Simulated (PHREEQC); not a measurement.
## Reverse-osmosis permeate

A made-up water analysis in mg/L, 25 °C, pH 6.11, pe -2:

| constituent | mg/L |
|---|---|
| Na | 1.05 |
| K | 0.0485 |
| Ca | 1.3 |
| Mg | 0.112 |
| Cl | 0.544 |
| S(6) as SO4 | 0.0261 |
| Alkalinity as HCO3 | 6.51 |
| B | 0.00111 |
| Si as SiO2 | 0.0021 |

Valence states are taken as typed.

All values are PHREEQC results (ion-association model, phreeqc.dat), not measurements.

Precipitation was switched off in this run.

Task: Predict the charge-balance error.

Result: charge-balance error -0.6 %.

Task: In which forms is C present?

Result: CO2 63 %, HCO3- 37 % of the C.
